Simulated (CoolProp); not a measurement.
A closed Brayton cycle with nitrogen: compressor inlet 310.15 K and 2.3 MPa, high pressure 7.65 MPa, turbine inlet 780 K, compressor efficiency 0.8, turbine efficiency 0.93, recuperator effectiveness 0 (on enthalpy, no pinch check). Each further row changes one setting.

Model: reference Helmholtz-energy equation of state, Span 2000, in CoolProp.

```
case                           thermal efficiency (%)  net work (kJ/kg)  compressor to turbine work  compressor exit (K)  turbine exit (K)
-----------------------------  ----------------------  ----------------  --------------------------  -------------------  ----------------
as stated                                        16.8              57.6                        0.74                469.6             577.3
turbine inlet 730 K                              15.0              42.9                        0.80                469.6             538.7
compressor inlet 320.15 K                        15.9              52.1                        0.77                484.5             577.3
high pressure 6.5 MPa                            15.6              57.5                        0.71                444.7             601.5
recuperator effectiveness 0.5                    20.2              57.6                        0.74                469.6             577.3
```
